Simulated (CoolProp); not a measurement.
Saturation properties of ethanol (Tc = 241.6 °C, pc = 6.268 MPa, ω = 0.644).

The numbers come from the reference Helmholtz-energy equation of state, Schroeder 2014 in CoolProp.

| T (°C) | p (MPa) | vapour density (kg/m³) | liquid cp (kJ/(kg K)) | liquid viscosity (µPa s) | vapour viscosity (µPa s) | liquid conductivity (mW/(m K)) |
|---|---|---|---|---|---|---|
| 85.85 | 0.1349 | 2.167 | 3.012 | 395 | 10.6 | 153 |
| 99.55 | 0.2207 | 3.470 | 3.169 | 327 | 11.0 | 151 |
| 113.25 | 0.3468 | 5.361 | 3.337 | 272 | 11.4 | 149 |
| 126.95 | 0.5252 | 8.033 | 3.518 | 228 | 11.8 | 147 |
| 140.75 | 0.7719 | 11.75 | 3.706 | 191 | 12.2 | 144 |
| 154.45 | 1.099 | 16.77 | 3.893 | 161 | 12.7 | 142 |
| 168.15 | 1.522 | 23.50 | 4.078 | 136 | 13.2 | 140 |
| 181.85 | 2.061 | 32.48 | 4.278 | 114 | 13.7 | 138 |
| 195.65 | 2.737 | 44.66 | 4.560 | 96.5 | 14.4 | 136 |
| 209.35 | 3.560 | 61.42 | 5.091 | 80.8 | 15.3 | 134 |
| 223.05 | 4.560 | 86.70 | 6.594 | 65.6 | 16.7 | 133 |

It boils at 78.4 °C under 1 atm.

Viscosity comes from a separate model (Kiselev 2005). Thermal conductivity comes from a separate model (Assael 2013).
